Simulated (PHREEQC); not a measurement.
## Alkaline etch or developer: speciation

A solution holds 0.0054 mol/kgw KOH and 0.016 mol/kgw K2SiO3, at 85 °C. Closed to the air; pH follows from the charge balance.

The numbers come from PHREEQC with the ion-association model, wateq4f.dat.

Each row changes one thing in this solution. Precipitation was switched off in this run.

```tsv
case	pH	ionic strength (mol/kgw)
as made	10.73	0.0388
KOH from 0.0054 to 0.0027 mol/kgw	10.68	0.0360
KOH from 0.0054 to 0.00594 mol/kgw	10.74	0.0394
temperature from 85 to 80 °C	10.83	0.0389
K2SiO3 from 0.016 to 0.0016 mol/kgw	10.32	0.00864
temperature from 85 to 55 °C	11.36	0.0393
KOH replaced by KCl at the same molality	10.61	0.0385
K2SiO3 left out	10.21	0.00540
0.00033 mol/kgw H3BO3 added	10.73	0.0388
```

Away from 25 °C the constants follow the database's enthalpies or fits; those with neither stay at their 25 °C values.
